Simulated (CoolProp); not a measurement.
Vapour-liquid equilibrium of ethylene (1) + ethane (2) at 2.17 bar; x and y are mole fractions of (1).

The numbers come from the multi-fluid Helmholtz-energy mixture model, Smukala 2000 and Bücker 2006; pair parameters Bell 2016 in CoolProp.

| x | bubble temperature, mixture model (°C) | bubble temperature, Raoult's law (°C) | y, mixture model | y, Raoult's law |
|---|---|---|---|---|
| 0.05 | -74.7 | -74.4 | 0.108 | 0.100 |
| 0.15 | -77.2 | -76.6 | 0.282 | 0.273 |
| 0.25 | -79.3 | -78.6 | 0.418 | 0.417 |
| 0.35 | -81.1 | -80.4 | 0.530 | 0.538 |
| 0.45 | -82.6 | -82.1 | 0.627 | 0.641 |
| 0.55 | -84.1 | -83.7 | 0.711 | 0.729 |
| 0.65 | -85.4 | -85.2 | 0.788 | 0.805 |
| 0.75 | -86.7 | -86.6 | 0.856 | 0.870 |
| 0.85 | -87.9 | -87.9 | 0.919 | 0.927 |
| 0.95 | -89.1 | -89.1 | 0.975 | 0.977 |

The largest gap from Raoult's law is -0.7 K in bubble temperature, at x = 0.25. No azeotrope shows between x = 0.05 and 0.95.

Pair parameters are fitted to limited data, so mixtures are less certain than the pure fluids.
